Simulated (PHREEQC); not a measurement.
PHREEQC input (ion-association model, wateq4f.dat):

```
SOLUTION_MASTER_SPECIES
  An  An-  0  An  62.0  # stands for a non-complexing anion
SOLUTION_SPECIES
  An- = An-
    -log_k 0
    -gamma 3.0 0
PHASES
  Fix_H+
    H+ = H+
    -log_k 0
SOLUTION 1
  temp 25
  units mmol/kgw
  pH 7 charge
  S(6) 0.034
  Cu(2) 0.034
  Cl 0.108
  Sr 0.054
  Na 100
  An 100
END
SELECTED_OUTPUT 1
  -reset false
  -pH true
  -pe true
  -ionic_strength true
  -water true
  -totals Cl Cu Na S Sr Cu(1) Cu(2) S(-2) S(6)
  -molalities Hfo_wOH Hfo_wOH2+ Hfo_wO- Hfo_sOH Hfo_sOH2+ Hfo_sO- Hfo_sOHSr+2 Hfo_wOSr+ Hfo_wOSrOH Hfo_wSO4-
    Hfo_wOHSO4-2 Hfo_sOCu+ Hfo_wOCu+
  -saturation_indices Celestite Cu(OH)2 Brochantite Antlerite Atacamite Halite Mirabilite Chalcanthite
USER_PUNCH 1
  -headings sigma psi
  10 PUNCH EDL("sigma", "Hfo"), EDL("psi", "Hfo")
PRINT
  -reset false
USE solution 1
SURFACE 1
  Hfo_wOH 0.00110112 600 0.49
  Hfo_sOH 2.75281e-05
EQUILIBRIUM_PHASES 1
  Fix_H+ -4 HAn 10
    -force_equality true
  O2(g) -0.68 10
END
# ... the last block is repeated for the other 12 points of pH, with NaOH or the acid as the point needs
```

Selected output (columns that matter, 13 of 13 rows; pH added in front):

```
pH	mu	Cu	Na	S	Sr	si_Celestite	si_Cu(OH)2	si_Brochantite	si_Antlerite	si_Atacamite	si_Halite	si_Mirabilite	si_Chalcanthite	sigma
4	0.10084	3.2552e-05	0.1	4.1128e-07	5.4e-05	-4.9337	-5.5289	-17.785	-13.846	-9.2001	-6.7724	-8.0063	-9.1454	0.30269
4.5	0.10067	2.5764e-05	0.1	6.9325e-07	5.4e-05	-4.7053	-4.6303	-14.962	-11.922	-7.9028	-6.7723	-7.778	-9.0186	0.25789
5	0.10052	1.2395e-05	0.1	1.5296e-06	5.3999e-05	-4.3607	-3.9481	-12.889	-10.531	-7.0383	-6.7722	-7.4335	-8.992	0.20406
5.5	0.10041	2.9957e-06	0.1	4.0698e-06	5.3998e-05	-3.9353	-3.5656	-11.933	-9.9578	-6.7732	-6.7721	-7.0081	-9.1841	0.15212
6	0.10034	4.7071e-07	0.1	1.0823e-05	5.3992e-05	-3.5103	-3.374	-11.742	-9.958	-6.8899	-6.7721	-6.5831	-9.5675	0.10837
6.5	0.10029	7.2291e-08	0.1	2.1925e-05	5.3962e-05	-3.204	-3.2224	-11.829	-10.197	-7.0867	-6.772	-6.2764	-10.109	0.074083
7	0.10025	1.6928e-08	0.1	3.0388e-05	5.3811e-05	-3.0634	-3.0826	-12.128	-10.635	-7.3072	-6.772	-6.1346	-10.828	0.046775
7.5	0.10022	1.1342e-08	0.1	3.3296e-05	5.2975e-05	-3.0305	-2.9535	-12.572	-11.209	-7.549	-6.772	-6.0948	-11.659	0.024652
8	0.10024	1.4678e-08	0.10006	3.3884e-05	4.929e-05	-3.0543	-2.7914	-12.916	-11.714	-7.7247	-6.7717	-6.0867	-12.489	0.0064407
8.5	0.10026	2.4725e-08	0.10013	3.3981e-05	4.0409e-05	-3.1393	-2.5583	-12.982	-12.014	-7.7585	-6.7714	-6.0849	-13.255	-0.010171
9	0.10028	4.3393e-08	0.10022	3.3997e-05	2.6565e-05	-3.3212	-2.3129	-13.001	-12.278	-7.7678	-6.7711	-6.0838	-14.009	-0.028058
9.5	0.10033	7.1203e-08	0.10035	3.3999e-05	1.0268e-05	-3.7341	-2.0977	-13.139	-12.632	-7.8374	-6.7706	-6.0827	-14.794	-0.050017
10	0.10045	1.1305e-07	0.10054	3.4e-05	2.2473e-06	-4.3943	-1.8971	-13.337	-13.03	-7.9362	-6.7698	-6.0813	-15.594	-0.079415
```

The database's constant for dissolved Cu(OH)2 is higher than later reviews accept.
